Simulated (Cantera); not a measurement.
An isothermal, constant-pressure homogeneous reactor starts with 90.1 % NO, 9.91 % N₂, at 2025 K and 100000 Pa.

Detailed kinetics in Cantera: GRI-Mech 3.0 (53 species, 325 reactions).

x: mole fraction; the columns are a selection and need not sum to one.

```json
[
 {"t (s)": "0.000600", "x NO": "0.899", "x O₂": "0.000344", "x O": "___", "x NO₂": "0.000357", "x N₂O": "0.000320"},
 {"t (s)": "0.00160", "x NO": "0.897", "x O₂": "0.00155", "x O": "0.000116", "x NO₂": "0.000404", "x N₂O": "0.000379"},
 {"t (s)": "0.00425", "x NO": "0.890", "x O₂": "0.00489", "x O": "___", "x NO₂": "0.000439", "x N₂O": "0.000375"},
 {"t (s)": "0.0113", "x NO": "0.872", "x O₂": "0.0137", "x O": "___", "x NO₂": "0.000514", "x N₂O": "0.000357"},
 {"t (s)": "0.0300", "x NO": "0.827", "x O₂": "0.0364", "x O": "___", "x NO₂": "0.000651", "x N₂O": "0.000316"},
 {"t (s)": "0.0799", "x NO": "0.717", "x O₂": "0.0908", "x O": "___", "x NO₂": "0.000814", "x N₂O": "0.000231"},
 {"t (s)": "0.213", "x NO": "0.504", "x O₂": "0.197", "x O": "___", "x NO₂": "0.000817", "x N₂O": "0.000110"},
 {"t (s)": "0.565", "x NO": "0.232", "x O₂": "0.334", "x O": "___", "x NO₂": "0.000485", "x N₂O": "2.28e-5"},
 {"t (s)": "1.50", "x NO": "0.0611", "x O₂": "0.419", "x O": "0.000528", "x NO₂": "0.000143", "x N₂O": "1.93e-6"},
 {"t (s)": "4.00", "x NO": "0.0160", "x O₂": "0.442", "x O": "0.000541", "x NO₂": "3.84e-5", "x N₂O": "5.25e-7"}
]
```

What belongs in the gaps?


- 0.000600, x O: 0.000104
- 0.00425, x O: 0.000126
- 0.0113, x O: 0.000147
- 0.0300, x O: 0.000191
- 0.0799, x O: 0.000267
- 0.213, x O: 0.000373
- 0.565, x O: 0.000474
